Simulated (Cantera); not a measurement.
Cantera run, input and output.

```python
import numpy as np
import cantera as ct

gas = ct.Solution("gri30.yaml")
gas.TPX = 1150, 33000, {'CH3OH': 1, 'O2': 0.652, 'N2': 2.45}
reactor = ct.IdealGasConstPressureReactor(gas, energy="on", clone=False)
net = ct.ReactorNet([reactor])
net.rtol, net.atol = 1e-08, 1e-16
show = ['CH3OH', 'O2', 'NO2', 'C2H2', 'CH2', 'CH2O', 'O']
times = np.geomspace(2e-06, 4, 12)

steps = ct.SolutionArray(gas, extra=["t"])
rows = []
print(f"{'t/s':>10s}{'T/K':>9s}{'P/Pa':>11s}" + "".join(f"{s:>11s}" for s in show))
for t in times:
    while net.time < t:
        t_next = net.step()
        steps.append(gas.state, t=t_next)
    rows.append([np.interp(t, steps.t, y) for y in (steps.T, steps.P, *steps(*show).X.T)])
    print(f"{t:10.3e}{rows[-1][0]:9.1f}{rows[-1][1]:11.4g}" + "".join(f"{x:11.3e}" for x in rows[-1][2:]))
rate = np.gradient(steps.T, steps.t)
print("integrator steps:", len(steps.t))
if steps.T.max() > steps.T[0] + 200:
    print(f"time of steepest temperature rise: {steps.t[rate.argmax()]:.4e} s")
gas.TPX = 1150, 33000, {'CH3OH': 1, 'O2': 0.652, 'N2': 2.45}
gas.equilibrate("HP")
print(f"equilibrium (HP): T = {gas.T:.1f} K  " + "  ".join(f"{s} {gas[s].X[0]:.3e}" for s in show))
```

Output:

```
       t/s      T/K       P/Pa      CH3OH         O2        NO2       C2H2        CH2       CH2O          O
 2.000e-06   1150.0    3.3e+04  2.438e-01  1.589e-01  1.753e-31  1.516e-19  5.197e-11  1.632e-09  1.009e-11
 7.479e-06   1150.0    3.3e+04  2.438e-01  1.589e-01  4.741e-29  6.743e-19  5.199e-11  1.028e-08  1.076e-11
 2.797e-05   1150.0    3.3e+04  2.438e-01  1.589e-01  5.718e-27  2.629e-18  5.199e-11  4.698e-08  1.092e-11
 1.046e-04   1150.0    3.3e+04  2.438e-01  1.589e-01  4.349e-25  9.942e-18  5.199e-11  2.026e-07  1.117e-11
 3.911e-04   1150.0    3.3e+04  2.438e-01  1.589e-01  2.859e-23  3.734e-17  5.199e-11  8.394e-07  1.129e-11
 1.463e-03   1150.0    3.3e+04  2.438e-01  1.589e-01  1.636e-21  1.406e-16  5.199e-11  3.279e-06  1.141e-11
 5.470e-03   1150.0    3.3e+04  2.438e-01  1.589e-01  8.992e-20  5.379e-16  5.199e-11  1.442e-05  1.282e-11
 2.045e-02   1150.2    3.3e+04  2.436e-01  1.588e-01  1.294e-17  2.193e-15  5.224e-11  1.634e-04  3.146e-11
 7.649e-02   2195.9    3.3e+04  1.272e-14  6.643e-06  3.620e-11  1.649e-15  7.245e-14  3.141e-09  1.250e-05
 2.860e-01   2197.0    3.3e+04  1.285e-14  6.088e-06  1.027e-10  1.763e-15  7.182e-14  3.162e-09  1.146e-05
 1.070e+00   2196.8    3.3e+04  1.286e-14  6.073e-06  1.936e-10  1.769e-15  7.197e-14  3.162e-09  1.144e-05
 4.000e+00   2196.8    3.3e+04  1.286e-14  6.071e-06  2.013e-10  1.770e-15  7.199e-14  3.162e-09  1.143e-05
integrator steps: 2327
time of steepest temperature rise: 5.1625e-02 s
equilibrium (HP): T = 2196.8 K  CH3OH 1.305e-14  O2 6.071e-06  NO2 2.013e-10  C2H2 1.979e-15  CH2 7.989e-14  CH2O 3.162e-09  O 1.143e-05
```

Model: GRI-Mech 3.0 (53 species, 325 reactions), integrated in Cantera. GRI-Mech 3.0 was tuned for natural gas; its chemistry of methanol as a main component is partial and can be far from experiment.
